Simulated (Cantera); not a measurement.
## Ta2O5 + C + H2 (carbothermic reduction)

Charge: 1 mol Ta2O5, 4 mol C, 5.1 mol H2, equilibrated at 91.0 Pa.

These are equilibrium values from Cantera (NASA tables, ideal gas, pure condensed phases), not measurements of a reactor. Candidate condensed phases: C, C6H6, C7H8, C8H18, H2O, Ta, TaC, Ta2O5; 113 gas species. Mutual solubility and eutectic melting of coexisting phases are not modelled. Condensed phases not in the tables: Ta2C, N, O or C dissolved in the metal. Rates play no part.

At 2025 K the condensed part is Ta(s) + Ta2O5(s). From 2075 K to 2225 K the condensed part is Ta(s) + Ta2O5(l). From 2275 K to 2525 K the condensed part is Ta(s). The main Ta-bearing gas is TaO2 at 2025 K and TaO at 2525 K. The share of Ta in condensed phases is highest at 2025 K (99.0 %) and lowest at 2525 K (64.4 %).

```tsv
T (K)	x H2	x CO	x H	x TaO2	x TaO	n Ta(s)	n Ta2O5(s)	n Ta2O5(l)
2025	0.522	0.428	0.0461	0.00178	0.000339	1.60	0.190	0
2075	0.507	0.423	0.0629	0.00396	0.000763	1.59	0	0.181
2125	0.488	0.417	0.0841	0.00813	0.00161	1.58	0	0.162
2175	0.462	0.407	0.110	0.0161	0.00329	1.56	0	0.127
2225	0.428	0.392	0.141	0.0308	0.00650	1.51	0	0.0570
2275	0.392	0.378	0.176	0.0410	0.0105	1.45	0	0
2325	0.359	0.368	0.219	0.0383	0.0141	1.43	0	0
2375	0.322	0.358	0.265	0.0349	0.0184	1.40	0	0
2425	0.283	0.346	0.316	0.0311	0.0233	1.37	0	0
2475	0.242	0.334	0.367	0.0269	0.0289	1.33	0	0
2525	0.202	0.322	0.418	0.0226	0.0348	1.29	0	0
```
x: gas mole fraction; n: condensed amount in mol.
